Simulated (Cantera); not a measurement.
Feed: 1 mol Si, 1.1 mol CO2, a varied amount of N2, equilibrated at 1550 K and 14.3 Torr.

These are equilibrium values from Cantera (NASA tables, ideal gas, pure condensed phases), not measurements of a reactor. Candidate condensed phases: C, Si, SiC, SiO2, Si2N2O, Si3N4; 34 gas species. Mutual solubility and eutectic melting of coexisting phases are not modelled. The tables hold silica as quartz up to 1696 K and as liquid above; real silica turns to tridymite and cristobalite and melts near 1996 K. Equilibrium is a limit: real reactors are often held back by kinetics, nucleation or transport.

Problem. Which condensed phases are stable at each of these points (n(N2) (mol)): 51, 64, 82, 100, 130, 170, 210, 270, 340, 430, 550, 690, 880?

Solution. 
```json
[
 {"n(N2) (mol)": "51", "condensed phases": "SiO2(β-quartz) + Si2N2O(s)", "Si condensed (%)": "91.6"},
 {"n(N2) (mol)": "64", "condensed phases": "SiO2(β-quartz) + Si2N2O(s)", "Si condensed (%)": "89.5"},
 {"n(N2) (mol)": "82", "condensed phases": "SiO2(β-quartz) + Si2N2O(s)", "Si condensed (%)": "86.6"},
 {"n(N2) (mol)": "100", "condensed phases": "SiO2(β-quartz) + Si2N2O(s)", "Si condensed (%)": "83.7"},
 {"n(N2) (mol)": "130", "condensed phases": "SiO2(β-quartz) + Si2N2O(s)", "Si condensed (%)": "78.9"},
 {"n(N2) (mol)": "170", "condensed phases": "SiO2(β-quartz) + Si2N2O(s)", "Si condensed (%)": "72.5"},
 {"n(N2) (mol)": "210", "condensed phases": "SiO2(β-quartz) + Si2N2O(s)", "Si condensed (%)": "66.1"},
 {"n(N2) (mol)": "270", "condensed phases": "SiO2(β-quartz) + Si2N2O(s)", "Si condensed (%)": "56.4"},
 {"n(N2) (mol)": "340", "condensed phases": "SiO2(β-quartz) + Si2N2O(s)", "Si condensed (%)": "45.2"},
 {"n(N2) (mol)": "430", "condensed phases": "SiO2(β-quartz) + Si2N2O(s)", "Si condensed (%)": "30.7"},
 {"n(N2) (mol)": "550", "condensed phases": "SiO2(β-quartz) + Si2N2O(s)", "Si condensed (%)": "11.4"},
 {"n(N2) (mol)": "690", "condensed phases": "SiO2(β-quartz)", "Si condensed (%)": "10.0"},
 {"n(N2) (mol)": "880", "condensed phases": "SiO2(β-quartz)", "Si condensed (%)": "10.0"}
]
```

From 51 mol N2 to 550 mol N2 the condensed part is SiO2(β-quartz) + Si2N2O(s). From 690 mol N2 to 880 mol N2 the condensed part is SiO2(β-quartz).
